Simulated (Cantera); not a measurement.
**Thermodynamics of abatement and gas-phase synthesis, feed H2O**

Feed: 1 mol H2O, held at 1925 K.

Cantera equilibrium calculation (NASA polynomials, part measured and part estimated; ideal gas, pure solids and liquids). Candidate condensed phases: H2O; 9 gas species. The ideal-gas law is rough above about 30 bar. Rates play no part.

```tsv
P (Pa)	x H2O	x H2	x O2	x H	x OH
10	0.835	0.0732	0.0334	0.0259	0.0255
65	0.915	0.0423	0.0185	0.00771	0.0144
420	0.956	0.0235	0.0101	0.00226	0.00794
2700	0.977	0.0129	0.00545	0.000661	0.00432
17000	0.987	0.00705	0.00296	0.000195	0.00236
110000	0.993	0.00380	0.00159	5.62e-5	0.00127
720000	0.996	0.00204	0.000851	1.61e-5	0.000680
4700000	0.998	0.00109	0.000456	4.61e-6	0.000364
30000000	0.999	0.000589	0.000245	1.34e-6	0.000196
```
x: gas mole fraction; nothing condenses.

From 0.000100 bar to 300 bar nothing is condensed.
